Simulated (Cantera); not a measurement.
Ignition delay

Mixture: CH₄ : O₂ : N₂ = 1 : 1.43 : 7.86 (molar parts), at 4.93 atm, adiabatic and at constant pressure. Ignition delay is the time to a rise of 400 K.

Cantera simulation using GRI-Mech 3.0 (53 species, 325 reactions); the numbers are that mechanism's predictions, not measurements.

```tsv
T0 (K)	delay (ms)
1050	135
1125	46.1
1200	17.1
1275	6.76
1350	2.82
1425	1.23
```

| Property | Value |
|---|---|
| apparent activation energy between 1275 and 1425 K | 170 kJ/mol |
